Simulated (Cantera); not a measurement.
Input: 1 mol CsCl, 4.5 mol O2, 16 mol N2, held at 1650 °C and 39.0 Torr.

These are equilibrium values from Cantera (NASA tables, ideal gas, pure condensed phases), not measurements of a reactor. Candidate condensed phases: Cs, CsCl; 18 gas species. Equilibrium is a limit: real reactors are often held back by kinetics, nucleation or transport.

Question: What is the equilibrium state?

Answer: 
```json
{
 "x(N2)": "0.741",
 "x(O2)": "0.206",
 "x(CsCl)": "0.0462",
 "x(NO)": "0.00590",
 "x(O)": "0.000721",
 "x(Cl)": "0.000244",
 "x(Cs)": "0.000240",
 "x(CsO)": "4.17e-6",
 "x(Cs2Cl2)": "3.83e-6",
 "gas_amount": "21.51 mol",
 "log10 activity of CsCl(l) (absent)": "-3.29",
 "log10 activity of Cs(l) (absent)": "-6.66"
}
```
